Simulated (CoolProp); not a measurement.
Saturation properties of the fluoroketone C6F12O (FK-5-1-12) (Tc = 168.7 °C, pc = 1.869 MPa, ω = 0.471).

The numbers come from the reference Helmholtz-energy equation of state, McLinden 2015 in CoolProp.

| T (°C) | p (MPa) | enthalpy of vaporisation (kJ/kg) | vapour Z |
|---|---|---|---|
| 43.65 | 0.08367 | 89.55 | 0.9437 |
| 47.35 | 0.09548 | 88.45 | 0.9381 |
| 50.95 | 0.1082 | 87.38 | 0.9324 |
| 54.65 | 0.1226 | 86.25 | 0.9262 |
| 58.25 | 0.1379 | 85.14 | 0.9198 |
| 61.95 | 0.1553 | 83.98 | 0.9129 |
| 65.55 | 0.1737 | 82.83 | 0.9057 |
| 69.25 | 0.1943 | 81.62 | 0.8980 |
| 72.85 | 0.2162 | 80.42 | 0.8900 |
| 76.55 | 0.2406 | 79.16 | 0.8815 |
| 80.15 | 0.2662 | 77.91 | 0.8727 |
| 83.85 | 0.2947 | 76.59 | 0.8632 |
| 87.45 | 0.3246 | 75.27 | 0.8535 |
| 91.15 | 0.3577 | 73.88 | 0.8431 |
| 94.75 | 0.3923 | 72.49 | 0.8324 |

It boils at 49.1 °C under 1 atm.
